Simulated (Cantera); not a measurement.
Feed: 1 mol Pb, 1.5 mol CO, 8.4 mol H₂, held at 923 K and 1.00 bar.

Cantera equilibrium calculation (NASA polynomials, part measured and part estimated; ideal gas, pure solids and liquids). Candidate condensed phases: C, C₆H₆, C₇H₈, C₈H₁₈, H₂O, Pb, PbO, PbO₂, Pb₃O₄; 113 gas species. Rates play no part.

What is the equilibrium state?


```
Property                                   Result
--------------------------------------  ---------
x(H₂)                                       0.730
x(CH₄)                                      0.103
x(H₂O)                                     0.0872
x(CO)                                      0.0642
x(CO₂)                                     0.0157
x(Pb)                                     2.54e-6
x(C₂H₆)                                   1.23e-6
n(Pb(l))                                1.000 mol
gas amount                              8.211 mol
log10 activity of C(graphite) (absent)      -0.08
log10 activity of PbO₂(s) (absent)         -18.84
```
